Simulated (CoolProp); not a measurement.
Vapour-liquid equilibrium of sulfur dioxide (1) + toluene (2) at 0.496 bar; x and y are mole fractions of (1).

The numbers come from the multi-fluid Helmholtz-energy mixture model, Gao 2016 and Lemmon 2006; pair parameters Bell 2016 in CoolProp.

```csv
x,"bubble temperature, mixture model (K)","bubble temperature, Raoult's law (K)","y, mixture model","y, Raoult's law"
0.05,…,320.6,0.694,0.789
0.2,287.9,284.3,0.965,0.971
0.35,271.0,270.7,0.990,0.990
0.5,261.8,262.6,0.996,0.995
0.65,…,256.9,0.998,0.998
0.8,…,252.6,0.999,0.999
0.95,249.2,249.2,1.000,1.000
```

Q: Some entries are withheld; supply them.

A: 
- 0.05, bubble temperature, mixture model (K): 329.1
- 0.65, bubble temperature, mixture model (K): 256.2
- 0.8, bubble temperature, mixture model (K): 252.3

The largest gap from Raoult's law is +8.5 K in bubble temperature, at x = 0.05. No azeotrope shows between x = 0.05 and 0.95.

The pair parameters rest on a limited set of measurements; away from them the model extrapolates. The gap from Raoult's law changes sign with composition, which may be real or a fault of the pair parameters; it wasn't checked against measurements.
